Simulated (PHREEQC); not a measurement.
Consider water at 25 °C with 1.3 mmol/kgw FeCl3, 4.4 mmol/kgw CuCl2, 1 mmol/kgw NaHCO3 and 0.16 mmol/kgw NaCl. Closed to the air; pH follows from the charge balance.

Equilibrium calculation in PHREEQC: ion-association model, wateq4f.dat.

This is a speciation only: nothing precipitates in the calculation.

Question: Estimate the pH, ionic strength.

Answer: pH 3.32; ionic strength 0.0184 mol/kgw.

Question: In which forms is Fe present?

Answer: FeOH+2 57 %, Fe(OH)2+ 26 %, Fe+3 7.0 %, Fe2(OH)2+4 6.7 %, Fe3(OH)4+5 2.1 %, FeCl+2 1.4 % of the Fe.

Examples of supersaturated solids here: Fe(OH)3(a), Hematite (slow to form). Others may be too.
